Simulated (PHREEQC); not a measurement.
PHREEQC input (ion-association model, wateq4f.dat):

```
SOLUTION_MASTER_SPECIES
  An  An-  0  An  62.0  # stands for a non-complexing anion
SOLUTION_SPECIES
  An- = An-
    -log_k 0
    -gamma 3.0 0
PHASES
  Fix_H+
    H+ = H+
    -log_k 0
SOLUTION 1
  temp 25
  units mmol/kgw
  pH 7 charge
  Na 10
  An 10
END
SELECTED_OUTPUT 1
  -reset false
  -pH true
  -pe true
  -ionic_strength true
  -water true
  -totals Na
  -molalities Hfo_wOH Hfo_wOH2+ Hfo_wO- Hfo_sOH Hfo_sOH2+ Hfo_sO-
USER_PUNCH 1
  -headings sigma psi
  10 PUNCH EDL("sigma", "Hfo"), EDL("psi", "Hfo")
PRINT
  -reset false
USE solution 1
SURFACE 1
  Hfo_wOH 0.000166292 600 0.074
  Hfo_sOH 4.1573e-06
EQUILIBRIUM_PHASES 1
  Fix_H+ -4 HAn 10
    -force_equality true
  O2(g) -0.68 10
END
# ... the last block is repeated for the other 12 points of pH, with NaOH or the acid as the point needs
```

Selected output (columns that matter, 13 of 13 rows; pH added in front):

```
pH	mu	Na	m_Hfo_wOH	m_Hfo_wOH2+	m_Hfo_wO-	m_Hfo_sOH	m_Hfo_sOH2+	m_Hfo_sO-	sigma	psi
4	0.010159	0.01	6.7209e-05	9.8028e-05	1.0556e-06	1.6802e-06	2.4507e-06	2.639e-08	0.21602	0.18493
4.5	0.010072	0.01	8.9472e-05	7.4354e-05	2.4664e-06	2.2368e-06	1.8588e-06	6.1661e-08	0.16014	0.1698
5	0.010037	0.01	0.00010616	5.5477e-05	4.6539e-06	2.654e-06	1.3869e-06	1.1635e-07	0.11321	0.15214
5.5	0.010021	0.01	0.00011694	4.1872e-05	7.4814e-06	2.9235e-06	1.0468e-06	1.8704e-07	0.07661	0.13227
6	0.010013	0.01	0.00012294	3.2785e-05	1.0562e-05	3.0736e-06	8.1963e-07	2.6405e-07	0.049505	0.11027
6.5	0.010007	0.01	0.00012584	2.7037e-05	1.3417e-05	3.1459e-06	6.7593e-07	3.3543e-07	0.03034	0.086241
7	0.010004	0.01	0.00012706	2.3488e-05	1.5745e-05	3.1765e-06	5.8721e-07	3.9363e-07	0.017248	0.060526
7.5	0.010002	0.01	0.00012751	2.1238e-05	1.7539e-05	3.1879e-06	5.3094e-07	4.3848e-07	0.0082388	0.033627
8	0.010001	0.01	0.00012765	1.9636e-05	1.901e-05	3.1912e-06	4.9089e-07	4.7524e-07	0.0013941	0.0060911
8.5	0.010005	0.010006	0.0001276	1.8209e-05	2.0484e-05	3.19e-06	4.5521e-07	5.1211e-07	-0.0050692	-0.021558
9	0.010014	0.010017	0.00012732	1.659e-05	2.2383e-05	3.183e-06	4.1476e-07	5.5958e-07	-0.012904	-0.048802
9.5	0.010041	0.010046	0.00012651	1.4507e-05	2.5274e-05	3.1628e-06	3.6267e-07	6.3186e-07	-0.023985	-0.075096
10	0.01012	0.01013	0.00012448	1.1844e-05	2.997e-05	3.1119e-06	2.961e-07	7.4926e-07	-0.040379	-0.099879
```

Complexes and solids missing from the database can't appear.
